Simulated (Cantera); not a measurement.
A closed system holds: 1 mol CCl₄, 1.8 mol H₂, at 2077 °C and 6.08 Torr.

These are equilibrium values from Cantera (NASA tables, ideal gas, pure condensed phases), not measurements of a reactor. Candidate condensed phases: C, C₆H₆, C₇H₈, C₈H₁₈; 91 gas species. Rates play no part.

Base state: HCl 0.647, Cl 0.254, H₂ 0.0640, H 0.0351, C₂H₂ (acetylene) 0.000353, Cl₂ 9.77e-5, C₂HCl 3.16e-5 (mole fractions); condensed: C(graphite).

Question: What changes in the equilibrium state with this change: H₂ from 1.8 to 5.3 mol?

Answer: 
```json
[
 {"species": "HCl", "before": "0.647", "after": "0.437"},
 {"species": "H₂", "before": "0.0640", "after": "0.404"},
 {"species": "H", "before": "0.0351", "after": "0.0881"},
 {"species": "Cl", "before": "0.254", "after": "0.0682"},
 {"species": "Cl₂", "before": "9.77e-5", "after": "7.06e-6"},
 {"species": "C₂H₂ (acetylene)", "before": "0.000353", "after": "0.00223"},
 {"species": "C₂H", "before": "9.89e-6", "after": "2.49e-5"},
 {"species": "C₂HCl", "before": "3.16e-5", "after": "2.13e-5"},
 {"species": "C(graphite), mol", "before": "0.996", "after": "0.964"}
]
```

Question: What changes in the equilibrium state with this change: temperature from 2077 °C to 2850 °C?

Answer: 
| species | before | after |
|---|---|---|
| Cl | 0.254 | 0.491 |
| H | 0.0351 | 0.386 |
| HCl | 0.647 | 0.0440 |
| C₃ | 5.10e-6 | 0.0337 |
| C | 2.29e-6 | 0.0121 |
| H₂ | 0.0640 | 0.0234 |
| C₄ | 1.67e-9 | 0.000100 |
| C₅ | 7.58e-9 | 0.000348 |
| C(graphite), mol | 0.996 | 0 |
The tables' values for CCl are old estimates; treat these amounts as uncertain.
